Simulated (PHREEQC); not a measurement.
Solution (80 °C): 0.05 mol FeSO4, 0.0027 mol CaCl2 and 0.19 mol Na2SO4 per kg of water. Closed to the air; pH follows from the charge balance.

Computed with PHREEQC (ion-association model, phreeqc.dat).

Task: The ionic strength comes out as 0.524 mol/kgw. What activity coefficients do Na+, H+, FeHSO4+, SO4-2, Fe+2 get?

Result: Na+ 0.69, H+ 0.74, FeHSO4+ 0.71, SO4-2 0.17, Fe+2 0.21.

No solid was allowed to form. At this temperature some constants are extrapolated from 25 °C, and those without enthalpy data are left unchanged.
